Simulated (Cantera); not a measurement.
An isothermal, constant-pressure homogeneous reactor starts with 1.66 % CO, 0.430 % O2, 0.186 % H2O, 97.7 % N2, equivalence ratio 1.9, at 1500 K and 1200 Torr.

Computed with Cantera and GRI-Mech 3.0 (53 species, 325 reactions).

x: mole fraction; the columns are a selection and need not sum to one.

| t (s) | x CO | x O2 | x H2O | x OH | x HO2 | x NO | x H2O2 |
|---|---|---|---|---|---|---|---|
| 8.00e-5 | 0.0166 | 0.00430 | 0.00186 | 1.78e-9 | 1.97e-10 | <1e-12 | <1e-12 |
| 0.000260 | 0.0166 | 0.00430 | 0.00186 | 2.02e-8 | 2.67e-9 | <1e-12 | <1e-12 |
| 0.000846 | 0.0166 | 0.00427 | 0.00185 | 3.58e-6 | 3.67e-7 | 7.93e-11 | 2.00e-10 |
| 0.00275 | 0.00917 | (withheld) | 0.000860 | 0.000112 | 2.64e-7 | 5.59e-6 | 1.39e-8 |
| 0.00894 | 0.00759 | (withheld) | 0.00127 | 3.15e-5 | 1.44e-8 | 9.09e-6 | 1.89e-9 |
| 0.0291 | 0.00758 | (withheld) | 0.00138 | 6.57e-6 | 5.41e-10 | 9.04e-6 | 1.01e-10 |
| 0.0946 | 0.00759 | (withheld) | 0.00140 | 1.50e-6 | 2.24e-11 | 8.62e-6 | 5.53e-12 |
| 0.308 | 0.00760 | (withheld) | 0.00141 | 3.66e-7 | <1e-12 | 8.02e-6 | <1e-12 |
| 1.00 | 0.00760 | 4.47e-10 | 0.00141 | 1.09e-7 | <1e-12 | 7.35e-6 | <1e-12 |

**Question.** Complete the blanks.

**Answer.** 
- 0.00275, x O2: 0.000748
- 0.00894, x O2: 3.85e-5
- 0.0291, x O2: 1.53e-6
- 0.0946, x O2: 8.14e-8
- 0.308, x O2: 5.03e-9
